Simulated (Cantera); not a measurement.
A freely propagating, adiabatic, planar premixed flame of H2 : O2 : N2 = 0.76 : 0.25 : 0.94 (molar parts), equivalence ratio 1.5, unburnt at 575 K and 4.93 atm; mixture-averaged transport, grid criteria slope 0.08 and curve 0.16, no radiation.

Cantera simulation using the H2/O2 subset of GRI-Mech 3.0, which has no nitrogen chemistry; the numbers are that mechanism's predictions, not measurements. The hydrogen kinetics of GRI-Mech 3.0 are dated; newer H2 mechanisms differ, most at raised pressure. Burning velocities carry a grid error of a few per cent, more on coarse grids.

x: mole fraction of selected species; z is measured from the peak of heat release.

```json
[
 {"z (mm)": "-0.165", "T (K)": "575", "u (m/s)": "8.62", "x H2": "0.390", "x O2": "0.128", "x H2O": "<1e-8", "x OH": "<1e-8", "x O": "<1e-8", "x HO2": "<1e-8"},
 {"z (mm)": "-0.110", "T (K)": "575", "u (m/s)": "8.62", "x H2": "0.390", "x O2": "0.128", "x H2O": "<1e-8", "x OH": "<1e-8", "x O": "<1e-8", "x HO2": "<1e-8"},
 {"z (mm)": "-0.0825", "T (K)": "575", "u (m/s)": "8.62", "x H2": "0.390", "x O2": "0.128", "x H2O": "6.89e-8", "x OH": "<1e-8", "x O": "<1e-8", "x HO2": "2.64e-8"},
 {"z (mm)": "-0.0550", "T (K)": "575", "u (m/s)": "8.62", "x H2": "0.389", "x O2": "0.128", "x H2O": "…", "x OH": "<1e-8", "x O": "…", "x HO2": "…"},
 {"z (mm)": "-0.0275", "T (K)": "609", "u (m/s)": "9.02", "x H2": "0.381", "x O2": "0.129", "x H2O": "0.00113", "x OH": "4.53e-5", "x O": "8.70e-6", "x HO2": "0.000457"},
 {"z (mm)": "-0.0138", "T (K)": "883", "u (m/s)": "12.7", "x H2": "0.343", "x O2": "0.123", "x H2O": "0.0247", "x OH": "0.00114", "x O": "0.000311", "x HO2": "0.000741"},
 {"z (mm)": "0", "T (K)": "1341", "u (m/s)": "18.6", "x H2": "0.260", "x O2": "0.0894", "x H2O": "0.101", "x OH": "0.00300", "x O": "0.00266", "x HO2": "0.000329"},
 {"z (mm)": "0.0138", "T (K)": "1677", "u (m/s)": "23.0", "x H2": "0.180", "x O2": "0.0405", "x H2O": "0.193", "x OH": "0.00673", "x O": "0.00473", "x HO2": "0.000135"},
 {"z (mm)": "0.0275", "T (K)": "1850", "u (m/s)": "25.2", "x H2": "0.144", "x O2": "0.0152", "x H2O": "0.240", "x OH": "0.00918", "x O": "0.00430", "x HO2": "4.82e-5"},
 {"z (mm)": "0.0550", "T (K)": "2008", "u (m/s)": "27.1", "x H2": "0.133", "x O2": "0.00399", "x H2O": "0.264", "x OH": "0.0105", "x O": "0.00313", "x HO2": "1.23e-5"},
 {"z (mm)": "0.110", "T (K)": "2149", "u (m/s)": "28.8", "x H2": "0.136", "x O2": "…", "x H2O": "0.273", "x OH": "0.00977", "x O": "…", "x HO2": "…"},
 {"z (mm)": "0.220", "T (K)": "2266", "u (m/s)": "30.1", "x H2": "0.140", "x O2": "0.000897", "x H2O": "0.280", "x OH": "0.00787", "x O": "0.00100", "x HO2": "2.74e-6"},
 {"z (mm)": "0.440", "T (K)": "2353", "u (m/s)": "31.0", "x H2": "0.144", "x O2": "0.000390", "x H2O": "0.285", "x OH": "0.00561", "x O": "0.000435", "x HO2": "1.17e-6"}
]
```

**Question.** Fill in the missing entries.

**Answer.** 
- -0.0550, x H2O: 1.50e-6
- -0.0550, x O: 1.35e-8
- -0.0550, x HO2: 7.35e-7
- 0.110, x O2: 0.00176
- 0.110, x O: 0.00194
- 0.110, x HO2: 5.42e-6
